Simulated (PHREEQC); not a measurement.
## Spent oxide etchant: speciation

A solution holds 150 mmol/kgw NH4HF2, 11 mmol/kgw (NH4)2SiF6 and 6.5 mmol/kgw H3PO4, at 20 °C. Closed to the air; pH follows from the charge balance.

All values are PHREEQC results (ion-association model, phreeqc.dat), not measurements.

Each row changes one thing in this solution. No solid was allowed to form.

```csv
case,pH,ionic strength (mol/kgw),HF (mol/kgw),F- (mol/kgw),HF2- (mol/kgw),H2PO4- (mol/kgw),SI of Quartz (SiO2)
as made,2.94,0.184,0.112,0.103,0.0423,0.00583,-10.26
H3PO4 from 0.0065 to 0.0013 mol/kgw,2.98,0.184,0.107,0.108,0.0423,0.00118,-10.23
NH4HF2 from 0.15 to 0.225 mol/kgw,2.92,0.260,0.151,0.142,0.0782,0.00583,-11.11
H3PO4 from 0.0065 to 0.00585 mol/kgw,2.94,0.184,0.112,0.104,0.0423,0.00525,-10.26
NH4HF2 left out,2.44,0.0366,0.00262,0.000644,6.21e-6,0.00458,+0.80
```

Complexes and solids missing from the database can't appear. Some of these states are supersaturated (in Quartz (slow to form), Chalcedony (slow to form), for instance). SiF6-2 is the database's only silicon fluoride.
